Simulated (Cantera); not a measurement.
# Ammonia decomposition in nitride growth gas

A perfectly stirred reactor is fed with NH3 : H2 = 1 : 4.5 (molar parts), at 36000 Pa; it is held at 2300 K, and followed from long to short residence time.

Detailed kinetics in Cantera: the gas-phase N/H chemistry of the illustrative SiF4/NH3 mechanism in the Surface Chemkin manual (1991). Walls and surfaces, which speed up NH3 decomposition in real reactors, are not modelled.

| τ (s) | x NH3 | x H2 | x NH2 | x NH | x N2H2 | x N2H4 |
|---|---|---|---|---|---|---|
| 16 | 0.000139 | 0.908 | 7.46e-6 | 2.77e-6 | 4.16e-10 | 1.12e-12 |
| 3.2 | 0.000320 | 0.908 | 1.69e-5 | 6.18e-6 | 2.11e-9 | 5.76e-12 |
| 0.67 | 0.000812 | 0.909 | 3.95e-5 | 1.33e-5 | 1.09e-8 | 3.15e-11 |
| 0.14 | 0.00379 | 0.912 | 0.000120 | 2.60e-5 | 7.28e-8 | 2.89e-10 |
| 0.028 | 0.0302 | 0.902 | 0.000422 | 4.00e-5 | 4.80e-7 | 3.61e-9 |
| 0.0058 | 0.0957 | 0.865 | 0.000883 | 5.41e-5 | 1.54e-6 | 1.58e-8 |
| 0.0012 | 0.155 | 0.831 | 0.00118 | 5.86e-5 | 2.39e-6 | 2.81e-8 |
| 0.00025 | 0.177 | 0.819 | 0.00109 | 4.43e-5 | 1.79e-6 | 2.42e-8 |
x: mole fraction; the columns are a selection and need not sum to one.
